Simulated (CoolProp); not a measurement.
20 sccm (0 °C, 1 atm) of nitrogen bubbles through liquid propylene glycol at 336.9 K and leaves saturated at a total pressure of 0.00968 MPa (ideal gas phase). Each further row changes one setting.

Computed with CoolProp (reference Helmholtz-energy equation of state, Eisenbach 2021).

| case | vapour pressure (kPa) | mole fraction of vapour | delivery (mg/min) | delivery (sccm) | change of delivery for a bath 1 K warmer (%) |
|---|---|---|---|---|---|
| as stated | 0.352 | 0.0364 | 2.56 | 0.755 | 7.1 |
| bath temperature 341.9 K | 0.488 | 0.0505 | 3.61 | 1.06 | 7.0 |
| total pressure 0.0194 MPa | 0.352 | 0.0181 | 1.26 | 0.370 | 7.0 |
